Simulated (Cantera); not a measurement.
A Cantera script and what it prints.

```python
import numpy as np
import cantera as ct

gas_names = """
    Fe FeO Fe(OH)2 H HO2 H2 H2O H2O2 H2S H2SO4 O OH O2 O3 S SH SO SO2 SO3 S2 S2O S8
""".split()
cond_names = """
    Fe(a) Fe(c) Fe(d) Fe(L) FeO(s) FeO(L) Fe(OH)2(s) Fe(OH)3(s) FeS(a) FeS(b) FeS(c) FeS(L) FeSO4(s)
    FeS2(s) Fe2O3(s) Fe2S3O12(s) Fe3O4(s) H2O(s) H2O(L) H2SO4(L) S(cr1) S(cr2) S(L)
""".split()


# ... load() reads the species with a 1 bar reference pressure and builds the phases ...
atoms = {
    'FeS': {'Fe': 1, 'S': 1},
    'H2': {'H': 2},
    'H2O': {'H': 2, 'O': 1},
}
top_T = {'FeSO4(s)': 950, 'FeS2(s)': 1010, 'Fe2O3(s)': 1830, 'Fe2S3O12(s)': 1100, 'Fe3O4(s)': 1870}  # K; cautious upper limits of use, not melting points


# ... equilibrate(T, P, feed) seeds the gas with the atoms and calls Mixture.equilibrate('TP', solver="vcs", rtol=1e-11, max_steps=5000) ...
results = []
feed = {'FeS': 1, 'H2': 0.85, 'H2O': 7.9}  # mol
T = 650  # K
P = 133.322  # Pa
mix = equilibrate(T, P, feed)
results.append((T, P, feed, dict(zip(mix.species_names, mix.species_moles))))
print(gas.report(threshold=1e-06))
for i in range(1, mix.n_phases):
    print(f"{mix.phase(i).name:16s} {mix.phase_moles(i):12.5e} mol")
```

Output:

```
       temperature   650 K
          pressure   133.32 Pa
           density   0.00040628 kg/m^3
  mean mol. weight   16.469 kg/kmol
   phase of matter   gas

                          1 kg             1 kmol
                     ---------------   ---------------
          enthalpy       -1.2506e+07       -2.0597e+08  J
   internal energy       -1.2834e+07       -2.1137e+08  J
           entropy             16252        2.6765e+05  J/K
    Gibbs function        -2.307e+07       -3.7994e+08  J
 heat capacity c_p              2196             36167  J/K
 heat capacity c_v            1691.2             27852  J/K

                      mass frac. Y      mole frac. X     chem. pot. / RT
                     ---------------   ---------------   ---------------
                H2          0.011923          0.097402           -25.502
               H2O           0.98647           0.90182           -75.164
               H2S         0.0016085        0.00077739           -43.342
     [  +19 minor]        2.0671e-10        5.8035e-11

Fe(a)             0.00000e+00 mol
FeO(s)            0.00000e+00 mol
Fe(OH)2(s)        0.00000e+00 mol
Fe(OH)3(s)        0.00000e+00 mol
FeS(c)            9.93198e-01 mol
FeSO4(s)          0.00000e+00 mol
FeS2(s)           0.00000e+00 mol
Fe2O3(s)          0.00000e+00 mol
Fe2S3O12(s)       0.00000e+00 mol
Fe3O4(s)          2.26739e-03 mol
H2SO4(L)          0.00000e+00 mol
S(L)              0.00000e+00 mol
```

Equilibrium computed with Cantera from the NASA thermochemical tables; the gas is ideal and each condensed phase is pure. FeS: taken at fixed stoichiometry.
